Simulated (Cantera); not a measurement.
Charge: 1 mol MgO, 2 mol HF, 1 mol N2, at 1150 K and 8.10 Pa.

Cantera equilibrium calculation (NASA polynomials, part measured and part estimated; ideal gas, pure solids and liquids). Candidate condensed phases: H2O, Mg, MgF2, MgO, Mg(OH)2; 50 gas species. Mutual solubility and eutectic melting of coexisting phases are not modelled. Kinetics and transport are ignored.

Base state: HF 0.577, N2 0.356, H2O 0.0671, MgF2 7.15e-5, H2 1.30e-5 (mole fractions); condensed: MgF2(s) + MgO(s).

What changes in the equilibrium state with this change: MgO replaced by CuO?


```
species        before    after
------------  -------  -------
HF              0.577    0.607
N2              0.356    0.307
O2            6.05e-6   0.0767
H2O            0.0671  0.00317
CuF                 0  0.00630
MgF2          7.15e-5        0
CuF2                0  2.40e-5
H2            1.30e-5  5.47e-9
NO            4.73e-7  4.95e-5
MgF2(s), mol    0.188        0
MgO(s), mol     0.811        0
Cu2O(s), mol        0    0.490
```
Further candidate phases: Cu, CuF2, CuO, Cu(OH)2, Cu2O.
